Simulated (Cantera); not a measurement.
Input: 1 mol Al(CH3)3, 3.2 mol O2, 2 mol H2, equilibrated at 7.50 Torr.

Method: chemical equilibrium by Gibbs-energy minimisation in Cantera with the NASA 1993 tables (ideal gas, pure condensed phases). Candidate condensed phases: Al, Al2O3, C, C6H6, C7H8, C8H18, H2O; 121 gas species. The feed counts by its element totals alone. The numbers say what is thermodynamically allowed, not how fast it happens.

Problem. At 1548 K, list the 5 most abundant gas species with their mole fractions, and the condensed phases.

Solution. H2 0.517, CO 0.283, H2O 0.167, CO2 0.0328, H 0.000221. Condensed: Al2O3(s).
